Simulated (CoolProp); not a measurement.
Computed with CoolProp (reference Helmholtz-energy equation of state, Lemmon 2005). It is a short technical equation, of lower accuracy than the large ones.

Q: For cis-2-butene, give the phase and the cv (kJ/(kg K)), Joule-Thomson coefficient (K/MPa), isothermal compressibility (1/MPa) at 525 K and 11.4 MPa; 525 K and 16.3 MPa; 525 K and 19.6 MPa.

A: 
- 525 K and 11.4 MPa: supercritical; cv 2.27, Joule-Thomson coefficient 3.18, isothermal compressibility 0.0908
- 525 K and 16.3 MPa: supercritical; cv 2.26, Joule-Thomson coefficient 1.24, isothermal compressibility 0.0329
- 525 K and 19.6 MPa: supercritical; cv 2.25, Joule-Thomson coefficient 0.747, isothermal compressibility 0.0213
